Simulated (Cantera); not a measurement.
Feed: 1 mol HI, 0.055 mol H2, held at 1800 K and 75.0 Torr.

Cantera equilibrium calculation (NASA polynomials, part measured and part estimated; ideal gas, pure solids and liquids). Rates play no part.

```json
[
 {"species": "I", "before": "0.566", "after": "0.631"},
 {"species": "H2", "before": "0.323", "after": "0.348"},
 {"species": "HI", "before": "0.108", "after": "0.0145"},
 {"species": "I2", "before": "0.00264", "after": "4.38e-5"},
 {"species": "H", "before": "0.000643", "after": "0.00579"}
]
```
Gas species are given as mole fractions.

Question: Name the change that produced these shifts.
(A) H2 from 0.055 to 1.1 mol
(B) pressure from 75.0 Torr to 1.00 Torr
(C) pressure from 75.0 Torr to 21.8 Torr
(D) pressure from 75.0 Torr to 100 Torr

Answer: B, pressure from 75.0 Torr to 1.00 Torr
